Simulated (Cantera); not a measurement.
Feed: 1 mol Si, 0.063 mol O2, 90 mol N2, 0.68 mol CO, equilibrated at 0.890 bar.

Method: chemical equilibrium by Gibbs-energy minimisation in Cantera with the NASA 1993 tables (ideal gas, pure condensed phases). Candidate condensed phases: C, Si, SiC, SiO2, Si2N2O, Si3N4; 34 gas species. N2 is the only nitrogen source here; it is nearly inert below about 1500 K, so the nitride shown seldom forms there in practice. Mutual solubility and eutectic melting of coexisting phases are not modelled. The numbers say what is thermodynamically allowed, not how fast it happens.

Task: Which condensed phases are stable at each of these points (T (K)): 1125, 1225, 1325, 1425, 1525, 1625, 1725, 1825?

Result: 
```
T (K)                  condensed phases  Si condensed (%)
-----  --------------------------------  ----------------
1125            C(graphite) + Si2N2O(s)             100.0
1225            C(graphite) + Si2N2O(s)             100.0
1325            C(graphite) + Si2N2O(s)             100.0
1425            C(graphite) + Si2N2O(s)             100.0
1525            C(graphite) + Si2N2O(s)             100.0
1625            C(graphite) + Si2N2O(s)             100.0
1725   C(graphite) + SiC(s) + Si2N2O(s)              99.8
1825                 SiC(s) + Si2N2O(s)              98.8
```

From 1125 K to 1625 K the condensed part is C(graphite) + Si2N2O(s). At 1725 K the condensed part is C(graphite) + SiC(s) + Si2N2O(s). At 1825 K the condensed part is SiC(s) + Si2N2O(s).
